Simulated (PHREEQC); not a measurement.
Synthetic water in mg/L, 25 °C, pH 3.75, pe 12.2:

```
constituent   mg/L
-----------  -----
Na             137
K               99
Ca             148
Mg            9.95
Cl            13.3
S(6) as SO4    808
Fe(3)         2.61
Zn           0.853
Cd            2.12
Mn(2)        0.285
Cu(2)         13.8
```

Valence states are taken as typed.

Model: ion-association model, phreeqc.dat, run in PHREEQC.

Problem. The ionic strength comes out as 0.0247 mol/kgw. What activity coefficients do SO4-2, Cu+2, K+, HSO4-, CaHSO4+ get?

Solution. SO4-2 0.55, Cu+2 0.57, K+ 0.86, HSO4- 0.86, CaHSO4+ 0.86.

Precipitation was switched off in this run. Saturation is exceeded, for instance for Jarosite-K, Hematite (slow to form); the values hold only as long as no solid forms. Species that the database lacks are ignored.
